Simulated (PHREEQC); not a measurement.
Solution (25 °C): 0.019 mol LiOH, 6.2e-05 mol CO2 and 0.0028 mol Na2CO3 per kg of water. Closed to the air; pH follows from the charge balance.

Computed with PHREEQC (ion-association model, phreeqc.dat).

This is a speciation only: nothing precipitates in the calculation.

Problem. Order these C species by the share of C that they hold, largest first: CO3-2, NaCO3-, HCO3-.

Solution. CO3-2 (94 %), NaCO3- (5.3 %), HCO3- (0.80 %)

The pH is 12.20 and the ionic strength 0.0271 mol/kgw.
